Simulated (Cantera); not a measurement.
Input: 1 mol SiH2Cl2, 0.088 mol HCl, 10 mol N2, equilibrated at 1375 K.

Method: chemical equilibrium by Gibbs-energy minimisation in Cantera with the NASA 1993 tables (ideal gas, pure condensed phases). Candidate condensed phases: NH4Cl, Si, Si3N4; 28 gas species. N2 is the only nitrogen source here; it is nearly inert below about 1500 K, so the nitride shown seldom forms there in practice. Equilibrium is a limit: real reactors are often held back by kinetics, nucleation or transport.

Problem. What share of the Si ends up in condensed phases as a function of P (Pa), at 100, 460, 2100, 9600, 44000, 200000?

Solution. 
```
P (Pa)  Si condensed (%)        as
------  ----------------  --------
100                 64.1  Si3N4(s)
460                 74.3  Si3N4(s)
2100                79.6  Si3N4(s)
9600                80.9  Si3N4(s)
44000               80.3  Si3N4(s)
200000              78.9  Si3N4(s)
```
